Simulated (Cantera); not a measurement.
A closed system holds: 1 mol Si, 0.058 mol N2O, 190 mol H2, held at 1575 °C and 400000 Pa.

Method: chemical equilibrium by Gibbs-energy minimisation in Cantera with the NASA 1993 tables (ideal gas, pure condensed phases). Candidate condensed phases: H2O, Si, SiO2, Si2N2O, Si3N4; 35 gas species. Gases not in the tables: Si2H6 and higher silanes. Equilibrium is a limit: real reactors are often held back by kinetics, nucleation or transport.

Problem. What is the equilibrium state?

Solution. 
```json
{
  "x(H2)": "0.999",
  "x(N2)": "0.000304",
  "x(SiO)": "0.000304",
  "x(H)": "0.000265",
  "x(SiH2)": "4.16e-5",
  "x(SiH4)": "4.31e-6",
  "x(SiH)": "3.13e-6",
  "x(NH3)": "1.84e-6",
  "x(Si)": "1.57e-6",
  "n(Si(l))": "0.933 mol",
  "gas_amount": "190.1 mol"
}
```
